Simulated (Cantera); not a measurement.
Input: 1 mol SiH2Cl2, 11 mol N2, at 1.00 bar.

Cantera equilibrium calculation (NASA polynomials, part measured and part estimated; ideal gas, pure solids and liquids). Candidate condensed phases: NH4Cl, Si, Si3N4; 28 gas species. N2 is the only nitrogen source here; it is nearly inert below about 1500 K, so the nitride shown seldom forms there in practice. Equilibrium is a limit: real reactors are often held back by kinetics, nucleation or transport.

**Question.** At 900 K, list the 5 most abundant gas species with their mole fractions, and the condensed phases.

**Answer.** N2 0.856, HCl 0.0860, H2 0.0386, SiCl4 0.0193, SiHCl3 2.46e-5. Condensed: Si3N4(s).
